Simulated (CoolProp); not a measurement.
Vapour-liquid equilibrium of R113 (1) + n-hexane (2) at 1.39 MPa; x and y are mole fractions of (1).

Computed with CoolProp (multi-fluid Helmholtz-energy mixture model, Marx 1992 and Thol 2019; pair parameters Bell 2016).

### Question
Give the bubble temperature and the first vapour's composition at x = 0.2, 0.65, 0.95. Is there an azeotrope?

### Answer
x = 0.2: 175.7 °C, y = 0.266; x = 0.65: 163.3 °C, y = 0.708; x = 0.95: 158.0 °C, y = 0.958. No azeotrope shows between x = 0.05 and 0.95.

Pair parameters are fitted to limited data, so mixtures are less certain than the pure fluids.
